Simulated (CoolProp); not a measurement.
A single-stage vapour-compression cycle with CF4 (R14): evaporating at 198.15 K (dew point), condensing at 219.15 K (bubble point), superheat 2 K, subcooling 0 K, compressor efficiency 0.9, no pressure losses. Each further row changes one setting.

Model: reference Helmholtz-energy equation of state, Platzer 1990, in CoolProp. This equation is an older, rougher fit; its heat capacities, sound speeds and derivatives of the liquid may be far off and weren't checked against measurements.

| case | cooling COP | pressure ratio | discharge temperature (K) | refrigerating effect (kJ/kg) | volumetric capacity (kJ/m³) |
|---|---|---|---|---|---|
| as stated | 5.58 | 2.01 | 234.6 | 64.5 | 6530 |
| evaporating temperature 203.15 K | 7.72 | ? | 231.3 | 64.4 | 7970 |
| condensing temperature 214.15 K | 8.17 | 1.72 | 226.6 | ? | 7370 |
| subcooling 5 K | 6.36 | 2.01 | 234.6 | ? | ? |
| superheat 12 K | 5.58 | 2.01 | ? | 72.0 | 6550 |
| compressor efficiency 0.8 | 4.96 | 2.01 | ? | 64.5 | 6530 |

### Question
What belongs in the gaps?

### Answer

- evaporating temperature 203.15 K, pressure ratio: 1.69
- condensing temperature 214.15 K, refrigerating effect (kJ/kg): 72.7
- subcooling 5 K, refrigerating effect (kJ/kg): 73.5
- subcooling 5 K, volumetric capacity (kJ/m³): 7450
- superheat 12 K, discharge temperature (K): 244.4
- compressor efficiency 0.8, discharge temperature (K): 236.1
